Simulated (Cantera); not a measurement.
Cantera run:

```python
import numpy as np
import cantera as ct

gas_names = """
    AL ALCL ALCL2 ALCL3 ALH ALN AL2 AL2CL6 CL CL2 H HCL H2 N NH NH2 NH3 N2 N2H2 N2H4
""".split()
cond_names = """
    AL(cr) AL(L) ALCL3(s) ALCL3(L) ALN(s) NH4CL(a) NH4CL(b)
""".split()


# ... load() reads the species with a 1 bar reference pressure and builds the phases ...
atoms = {
    'Al': {'AL': 1},
    'HCl': {'H': 1, 'CL': 1},
    'N2': {'N': 2},
}
top_T = {'ALN(s)': 2750}  # K; cautious upper limits of use, not melting points


# ... equilibrate(T, P, feed) seeds the gas with the atoms and calls Mixture.equilibrate('TP', solver="vcs", rtol=1e-11, max_steps=5000) ...
results = []
feed = {'Al': 1, 'HCl': 2.7, 'N2': 15}  # mol
P = 1200  # Pa
for T in [900, 975, 1050, 1125, 1200, 1275, 1350, 1425, 1500]:
    mix = equilibrate(T, P, feed)
    results.append((T, P, feed, dict(zip(mix.species_names, mix.species_moles))))

top = {s: max(r[3][s] / sum(r[3][g] for g in gas_names) for r in results) for s in gas_names}
cols = sorted((s for s in top if top[s] > 0.0001), key=lambda s: -top[s])[:8]
seen = [c for c in cond_names if any(r[3].get(c, 0) > 1e-12 for r in results)]
print("log10 of partial pressures in bar; condensed amounts in mol")
print(f"{'T/K':>10s}" + "".join(f"{s[:9]:>10s}" for s in cols + seen))
for T, P, feed, n in results:
    ng = sum(n[g] for g in gas_names)
    print(f"{T:10.4g}" + "".join(f"{np.log10(max(n[s] / ng * P / 1e5, 1e-99)):10.3f}" for s in cols)
          + "".join(f"{n.get(c, 0):10.4g}" for c in seen))
```

Result:

```
log10 of partial pressures in bar; condensed amounts in mol
       T/K        N2        H2     ALCL3       HCL      ALCL     ALCL2    ALN(s)
       900    -1.985    -3.151    -3.327    -3.328   -12.124    -9.005    0.3244
       975    -1.985    -3.145    -3.321    -3.345   -10.558    -8.057    0.3159
      1050    -1.985    -3.141    -3.317    -3.360    -9.219    -7.246    0.3088
      1125    -1.985    -3.137    -3.313    -3.372    -8.061    -6.546    0.3026
      1200    -1.985    -3.134    -3.310    -3.384    -7.051    -5.935    0.2969
      1275    -1.985    -3.131    -3.310    -3.394    -6.162    -5.399    0.2904
      1350    -1.985    -3.128    -3.313    -3.404    -5.375    -4.926    0.2789
      1425    -1.985    -3.126    -3.327    -3.417    -4.676    -4.512    0.2485
      1500    -1.987    -3.125    -3.371    -3.440    -4.059    -4.161     0.158
```

Cantera equilibrium calculation (NASA polynomials, part measured and part estimated; ideal gas, pure solids and liquids). The tables' values for AlCl2 are old estimates; treat these amounts as uncertain.
